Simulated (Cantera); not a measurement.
Input: 1 mol B, 15 mol H2O, equilibrated at 0.0220 bar.

Cantera equilibrium calculation (NASA polynomials, part measured and part estimated; ideal gas, pure solids and liquids). Candidate condensed phases: B, B2O3, B3O3H3, H2O; 23 gas species. Gases not in the tables: H3BO3. The numbers say what is thermodynamically allowed, not how fast it happens.

x: gas mole fraction; n: condensed amount in mol.

```
T (°C)  x H2O    x H2   x HBO2  x (HBO2)3    x B2O3       x H  n B2O3(l)
------  -----  ------  -------  ---------  --------  --------  ---------
950     0.892  0.0997  0.00730    0.00134   8.74e-7   6.40e-7      0.415
1000    0.886  0.0994   0.0140    0.00111   3.94e-6   1.52e-6      0.369
1050    0.875  0.0988   0.0255   0.000929   1.58e-5   3.36e-6      0.285
1100    0.857  0.0978   0.0440   0.000773   5.69e-5   7.02e-6      0.144
1150    0.840  0.0968   0.0630   0.000421  0.000140   1.39e-5          0
1200    0.839  0.0968   0.0639          ?         ?         ?          0
1250    0.839  0.0968   0.0641          ?         ?         ?          0
1300    0.839  0.0967   0.0641    5.47e-6  0.000218   8.53e-5          0
1350    0.839  0.0967   0.0640    1.53e-6  0.000246  0.000145          0
1400    0.839  0.0967   0.0639    4.61e-7  0.000276  0.000239          0
```

Q: What belongs in the gaps?

A: 
- 1200, x (HBO2)3: 9.15e-5
- 1200, x B2O3: 0.000167
- 1200, x H: 2.65e-5
- 1250, x (HBO2)3: 2.14e-5
- 1250, x B2O3: 0.000192
- 1250, x H: 4.85e-5
